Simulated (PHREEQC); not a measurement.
Solution (20 °C): 0.0017 mol NiSO4, 0.012 mol MgSO4, 0.0007 mol NaHCO3 and 0.068 mol NaCl per kg of water. Closed to the air; pH follows from the charge balance.

Model: ion-association model, wateq4f.dat, run in PHREEQC.

Each row changes one thing in this solution. Precipitation was switched off in this run.

| case | pH | ionic strength (mol/kgw) | SO4-2 (mol/kgw) | Mg+2 (mol/kgw) | MgSO4 (mol/kgw) | NaSO4- (mol/kgw) | SI of Magnesite (MgCO3) | SI of Epsomite (MgSO4:7H2O) |
|---|---|---|---|---|---|---|---|---|
| as made | 6.63 | 0.109 | 0.00964 | 0.00934 | 0.00264 | 0.00114 | -1.78 | -2.71 |
| MgSO4 from 0.012 to 0.006 mol/kgw | 6.61 | 0.0927 | 0.00582 | 0.00504 | 0.000950 | 0.000734 | -2.06 | -3.16 |
| diluted 2-fold with water | 6.72 | 0.0558 | 0.00524 | 0.00489 | 0.00111 | 0.000386 | -2.14 | -3.09 |
| NaCl from 0.068 to 0.34 mol/kgw | 6.70 | 0.382 | 0.00891 | 0.0107 | 0.00127 | 0.00341 | -1.77 | -3.03 |
| NiSO4 replaced by Fe2(SO4)3 at the same molality | 3.26 | 0.114 | 0.0109 | 0.00915 | 0.00285 | 0.00127 | -7.88 | -2.68 |
| 0.023 mol/kgw H2SO4 added | 1.61 | 0.143 | 0.0160 | 0.00858 | 0.00342 | 0.00172 | -11.22 | -2.60 |
| 0.019 mol/kgw ZnBr2 added | 6.49 | 0.156 | 0.00766 | 0.0102 | 0.00183 | 0.000810 | -2.08 | -2.87 |

Some of these states are supersaturated (in Jarosite-Na, Fe(OH)3(a), ZnCO3:H2O, for instance).
